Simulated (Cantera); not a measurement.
**Thermodynamics of silicon oxide and oxynitride deposition, feed SiH₄ + NO + N₂**

Feed: 1 mol SiH₄, 15 mol NO, 2.7 mol N₂, held at 3400 Pa.

Equilibrium computed with Cantera from the NASA thermochemical tables; the gas is ideal and each condensed phase is pure. Candidate condensed phases: H₂O, Si, SiO₂, Si₂N₂O, Si₃N₄; 35 gas species. The tables hold silica as quartz up to 1696 K and as liquid above; real silica turns to tridymite and cristobalite and melts near 1996 K. Equilibrium is a limit: real reactors are often held back by kinetics, nucleation or transport.

From 675 K to 775 K the condensed part is SiO₂(α-quartz). From 875 K to 1475 K the condensed part is SiO₂(β-quartz).

| T (K) | x N₂ | x O₂ | x H₂O | x NO | n SiO₂(α-quartz) | n SiO₂(β-quartz) |
|---|---|---|---|---|---|---|
| 675 | 0.576 | 0.311 | 0.113 | 1.64e-7 | 1.00 | 0 |
| 775 | 0.576 | 0.311 | 0.113 | 1.34e-6 | 1.00 | 0 |
| 875 | 0.576 | 0.311 | 0.113 | 6.77e-6 | 0 | 1.00 |
| 975 | 0.576 | 0.311 | 0.113 | 2.45e-5 | 0 | 1.00 |
| 1075 | 0.576 | 0.311 | 0.113 | 7.01e-5 | 0 | 1.00 |
| 1175 | 0.576 | 0.311 | 0.113 | 0.000167 | 0 | 1.00 |
| 1275 | 0.576 | 0.311 | 0.113 | 0.000349 | 0 | 1.00 |
| 1375 | 0.576 | 0.310 | 0.113 | 0.000653 | 0 | 1.00 |
| 1475 | 0.576 | 0.310 | 0.113 | 0.00112 | 0 | 1.00 |
x: gas mole fraction; n: condensed amount in mol.
